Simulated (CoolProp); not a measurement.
Properties of 1,2-dichloroethane along the isobar 101 kPa.

Computed with CoolProp (reference Helmholtz-energy equation of state, Thol 2015).

```csv
T (°C),phase,density (kg/m³),expansivity (1/kK)
80.05,liquid,1162,1.370
89.15,gas,3.414,3.020
98.35,gas,3.322,2.924
107.55,gas,3.235,2.836
116.75,gas,3.153,2.753
125.85,gas,3.076,2.677
135.05,gas,3.002,2.604
144.25,gas,2.932,2.536
153.35,gas,2.866,2.473
162.55,gas,2.802,2.412
171.75,gas,2.742,2.354
180.95,gas,2.683,2.300
190.05,gas,2.629,2.249
199.25,gas,2.575,2.200
208.45,gas,2.524,2.153
```
